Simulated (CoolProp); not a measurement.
Properties of sulfur dioxide along the isotherm 441.7 K (Tc = 430.6 K, pc = 78.87 bar, ω = 0.256).

Values from CoolProp's reference Helmholtz-energy equation of state, Gao 2016.

```csv
p (bar),phase,Joule-Thomson coefficient (K/MPa),fugacity coefficient
1.11,gas,11.57,0.9955
2.1,gas,11.58,0.9916
3.98,gas,11.59,0.9840
7.54,gas,11.61,0.9698
14.3,gas,11.64,0.9430
27.1,gas,11.68,0.8928
51.4,gas,11.63,0.7989
97.4,supercritical,5.014,0.6118
185,supercritical,0.8227,0.3871
350,supercritical,0.1724,0.2728
```
